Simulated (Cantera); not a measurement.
Input: 1 mol CH3Cl, 0.021 mol HCl, 0.13 mol H2, held at 0.0975 Torr.

Cantera equilibrium calculation (NASA polynomials, part measured and part estimated; ideal gas, pure solids and liquids). Candidate condensed phases: C, C6H6, C7H8, C8H18; 91 gas species. Rates play no part.

x: gas mole fraction; n: condensed amount in mol.

| T (K) | x H | x Cl | x C | x C3 | x H2 | x HCl | x C2 | n C(graphite) |
|---|---|---|---|---|---|---|---|---|
| 2600 | 0.687 | 0.227 | 0.00480 | 0.0170 | 0.0416 | 0.0196 | 0.00160 | 0.739 |
| 2650 | 0.687 | 0.223 | 0.00895 | 0.0344 | 0.0279 | 0.0130 | 0.00326 | 0.465 |
| 2700 | 0.672 | 0.215 | 0.0158 | 0.0617 | 0.0182 | 0.00838 | 0.00609 | 0 |
| 2750 | 0.677 | 0.215 | 0.0222 | 0.0582 | 0.0127 | 0.00584 | 0.00735 | 0 |
| 2800 | 0.678 | 0.214 | 0.0307 | 0.0540 | 0.00893 | 0.00408 | 0.00871 | 0 |
| 2850 | 0.676 | 0.213 | 0.0416 | 0.0489 | 0.00629 | 0.00288 | 0.0101 | 0 |
| 2900 | 0.672 | 0.211 | 0.0551 | 0.0430 | 0.00445 | 0.00204 | 0.0113 | 0 |
| 2950 | 0.667 | 0.209 | (withheld) | (withheld) | (withheld) | (withheld) | 0.0123 | 0 |
| 3000 | 0.659 | 0.206 | (withheld) | (withheld) | (withheld) | (withheld) | 0.0128 | 0 |
| 3050 | 0.651 | 0.203 | 0.109 | 0.0216 | 0.00163 | 0.000751 | 0.0127 | 0 |

### Question
Some entries are withheld; supply them.

### Answer

- 3000, x C: 0.0894
- 3000, x C3: 0.0289
- 3000, x H2: 0.00227
- 3000, x HCl: 0.00104
- 2950, x C: 0.0711
- 2950, x C3: 0.0362
- 2950, x H2: 0.00317
- 2950, x HCl: 0.00145
